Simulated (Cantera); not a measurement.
A closed system holds: 1 mol SiH₄, 8.2 mol N₂, equilibrated at 0.133 bar.

These are equilibrium values from Cantera (NASA tables, ideal gas, pure condensed phases), not measurements of a reactor. Candidate condensed phases: Si, Si₃N₄; 18 gas species. The numbers say what is thermodynamically allowed, not how fast it happens. All values below are at 1400 °C.

Base state: N₂ 0.790, H₂ 0.210, H 0.000143 (mole fractions); condensed: Si₃N₄(s).

Question: What changes in the equilibrium state with this change: SiH₄ replaced by SiHCl₃?

Answer: 
| species | before | after |
|---|---|---|
| N₂ | 0.790 | 0.816 |
| HCl | 0 | 0.0749 |
| SiCl₂ | 0 | 0.0719 |
| H₂ | 0.210 | 0.0123 |
| SiCl₃ | 0 | 0.0163 |
| SiCl₄ | 0 | 0.00775 |
| SiHCl₃ | 0 | 0.000229 |
| Cl | 0 | 0.000164 |
| Si₃N₄(s), mol | 0.333 | 0.0122 |
The tables' values for SiCl₃ are old estimates; treat these amounts as uncertain. Further candidate phases: NH₄Cl.
